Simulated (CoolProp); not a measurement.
100 sccm (0 °C, 1 atm) of nitrogen bubbles through liquid tetrahydrofuran at 299.9 K and leaves saturated at a total pressure of 0.15 MPa (ideal gas phase). Each further row changes one setting.

Values from CoolProp's reference Helmholtz-energy equation of state, Fiedler 2023.

```
case                      vapour pressure (kPa)  mole fraction of vapour  delivery (mg/min)  delivery (sccm)  change of delivery for a bath 1 K warmer (%)
------------------------  ---------------------  -----------------------  -----------------  ---------------  --------------------------------------------
as stated                                  23.3                      [?]                [?]             18.4                                           5.3
bath temperature 304.9 K                    [?]                    0.192                [?]             23.8                                           5.3
total pressure 0.3 MPa                     23.3                   0.0778               27.1              [?]                                           [?]
```

Q: What belongs in the gaps?

A: 
- as stated, mole fraction of vapour: 0.156
- as stated, delivery (mg/min): 59.3
- bath temperature 304.9 K, vapour pressure (kPa): 28.9
- bath temperature 304.9 K, delivery (mg/min): 76.7
- total pressure 0.3 MPa, delivery (sccm): 8.44
- total pressure 0.3 MPa, change of delivery for a bath 1 K warmer (%): 4.8
